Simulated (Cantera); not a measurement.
A perfectly stirred reactor is fed with 21.6 % H2, 6.54 % O2, 71.9 % N2, at 165 Torr; it is held at 1025 K, and followed from long to short residence time.

Cantera simulation using the H2/O2 subset of GRI-Mech 3.0, which has no nitrogen chemistry; the numbers are that mechanism's predictions, not measurements. The temperature is held fixed by assumption; the heat of reaction is taken as removed at once.

### Question
Predict: x(H2) at τ = 12.0 s; x(O2) at τ = 12.0 s; x(H) at τ = 12.0 s; x(O) at τ = 12.0 s; x(HO2) at τ = 12.0 s; x(H2) at τ = 43.0 ms; x(O2) at τ = 43.0 ms; x(H) at τ = 43.0 ms; x(O) at τ = 43.0 ms; x(HO2) at τ = 43.0 ms.

### Answer
```json
{
  "x(H2) at τ = 12.0 s": "0.0908",
  "x(O2) at τ = 12.0 s": "5.95e-5",
  "x(H) at τ = 12.0 s": "0.000464",
  "x(O) at τ = 12.0 s": "8.55e-8",
  "x(HO2) at τ = 12.0 s": "2.10e-8",
  "x(H2) at τ = 43.0 ms": "0.0890",
  "x(O2) at τ = 43.0 ms": "0.00106",
  "x(H) at τ = 43.0 ms": "0.00731",
  "x(O) at τ = 43.0 ms": "2.44e-5",
  "x(HO2) at τ = 43.0 ms": "3.69e-7"
}
```
